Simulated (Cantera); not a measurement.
**Gas-phase reforming**

An isothermal, constant-pressure homogeneous reactor starts with 40.0 % CH₄, 60.0 % CO₂, at 1998 K and 6.80 bar.

Cantera simulation using GRI-Mech 3.0 (53 species, 325 reactions); the numbers are that mechanism's predictions, not measurements.

| t (s) | x CH₄ | x CO₂ | x CH₂CO | x CH₂ | x O | x C₂H₆ | x C₂H₄ |
|---|---|---|---|---|---|---|---|
| 2.00e-5 | 0.267 | 0.544 | 7.61e-6 | 5.71e-6 | 3.65e-9 | 0.00275 | 0.0228 |
| 8.38e-5 | 0.131 | 0.414 | 6.55e-5 | 3.27e-6 | 4.26e-9 | 0.000543 | 0.00615 |
| 0.000352 | 0.0368 | 0.208 | 0.000183 | 2.98e-6 | 7.80e-9 | 7.08e-5 | 0.00154 |
| 0.00147 | 0.0152 | 0.0990 | 0.000137 | 1.86e-6 | 9.77e-9 | 1.34e-5 | 0.000866 |
| 0.00618 | 0.00997 | 0.0548 | 3.65e-5 | 5.99e-7 | 8.16e-9 | 3.78e-6 | 0.000480 |
| 0.0259 | 0.00353 | 0.0317 | 4.73e-6 | 1.22e-7 | 6.98e-9 | 3.89e-7 | 8.55e-5 |
| 0.109 | 5.31e-5 | 0.0270 | 3.04e-8 | 1.42e-9 | 6.50e-9 | 1.01e-10 | 6.11e-8 |
| 0.455 | 6.09e-7 | 0.0270 | 3.36e-10 | 1.66e-11 | 6.51e-9 | <1e-12 | 1.31e-11 |
| 1.91 | 6.09e-7 | 0.0270 | 3.36e-10 | 1.66e-11 | 6.51e-9 | <1e-12 | 1.31e-11 |
| 8.00 | 6.09e-7 | 0.0270 | 3.36e-10 | 1.66e-11 | 6.51e-9 | <1e-12 | 1.31e-11 |
x: mole fraction; the columns are a selection and need not sum to one.

Equilibrium at this temperature and pressure: CH₄ 6.72e-7, CO₂ 0.0270, CH₂CO 3.71e-10, CH₂ 1.83e-11, O 6.51e-9, C₂H₆ <1e-12, C₂H₄ 1.46e-11 (gas phase only).
